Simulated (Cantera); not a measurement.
An isothermal, constant-pressure homogeneous reactor starts with NO : N2 = 1 : 4.3 (molar parts), at 2075 K and 0.987 atm.

Computed with Cantera and GRI-Mech 3.0 (53 species, 325 reactions).

One state of this run: x NO = 0.00660; x O2 = 0.0908; x N2O = 3.95e-7; x O = 0.000353; x N2 = 0.902. x: mole fraction; the columns are a selection and need not sum to one.

**Question.** Which value of t (s) does it belong to?
A. 0.000200
B. 50.0
C. 0.199
D. 0.0126

**Answer.** B, 50.0
